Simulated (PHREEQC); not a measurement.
Make-up at 20 °C: 0.0075 mol/kgw CdSO4, 0.0059 mol/kgw KCl and 0.0033 mol/kgw FeSO4. Closed to the air; pH follows from the charge balance.

The numbers come from PHREEQC with the ion-association model, wateq4f.dat.

```tsv
quantity	before	after
pH	6.14	6.00
ionic strength (mol/kgw)	0.0341	0.0844
SO4-2 (mol/kgw)	0.00730	0.00818
Cl- (mol/kgw)	0.00490	0.0537
Cd+2 (mol/kgw)	0.00415	0.00208
CdSO4 (mol/kgw)	0.00219	0.000730
SI of CdOHCl (CdOHCl)	-2.53	-2.08
SI of Cd(OH)2 (Cd(OH)2)	-4.04	-4.73
```

Which change was made?
A. FeSO4 from 0.0033 to 0.00363 mol/kgw
B. KCl from 0.0059 to 0.00118 mol/kgw
C. KCl from 0.0059 to 0.059 mol/kgw
D. FeSO4 replaced by MgSO4 at the same molality
E. diluted 100-fold with water

C, KCl from 0.0059 to 0.059 mol/kgw

Precipitation was switched off in this run.
